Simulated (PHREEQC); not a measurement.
Model water analysis in mg/L, 25 °C, pH 5.93, pe 0:

```tsv
constituent	mg/L
Na	0.0775
K	0.0728
Ca	0.0518
Mg	0.00622
Cl	0.0203
S(6) as SO4	0.105
Alkalinity as HCO3	0.347
Si as SiO2	0.0144
N(-3) as NH4	1.94e-05
```

Valence states are taken as typed.

Computed with PHREEQC (ion-association model, phreeqc.dat).

Each row changes one thing in this solution. This is a speciation only: nothing precipitates in the calculation.

```csv
case,CO2 (mol/kgw),HCO3- (mol/kgw),CO3-2 (mol/kgw),CaSO4 (mol/kgw),HSO4- (mol/kgw),CaHCO3+ (mol/kgw),SI of Quartz (SiO2)
as made,1.80e-5,6.86e-6,2.77e-10,2.43e-10,1.23e-10,1.11e-10,-2.64
pH from 5.93 to 6.93 at the same alkalinity,1.50e-6,5.71e-6,2.31e-9,2.43e-10,1.23e-11,9.27e-11,-2.64
Si from 0.0144 to 0.0432 mg/L,1.80e-5,6.86e-6,2.77e-10,2.43e-10,1.23e-10,1.11e-10,-2.16
Alkalinity from 0.347 to 1.04 mg/L,4.79e-5,1.82e-5,7.38e-10,2.41e-10,1.23e-10,2.94e-10,-2.64
all concentrations times 3 at the same typed pH,4.78e-5,1.82e-5,7.42e-10,2.13e-9,3.67e-10,8.74e-10,-2.16
```

Species that the database lacks are ignored.
